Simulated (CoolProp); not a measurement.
Ammonia at 293.15 K and 10.4 MPa is throttled through a valve to 2.36 MPa with no heat exchange. Each further row changes one setting.

Computed with CoolProp (reference Helmholtz-energy equation of state, Gao 2020).

```csv
case,temperature change (K),final phase,final density (kg/m³)
as stated,(withheld),liquid,(withheld)
outlet pressure 0.708 MPa,-5.8,(withheld),(withheld)
outlet pressure 3.07 MPa,(withheld),liquid,(withheld)
```

**Question.** Fill in the missing entries.

**Answer.** 
- as stated, temperature change (K): +0.9
- as stated, final density (kg/m³): 610
- outlet pressure 0.708 MPa, final phase: two-phase, vapour fraction 0.027
- outlet pressure 0.708 MPa, final density (kg/m³): 156
- outlet pressure 3.07 MPa, temperature change (K): +0.8
- outlet pressure 3.07 MPa, final density (kg/m³): 611
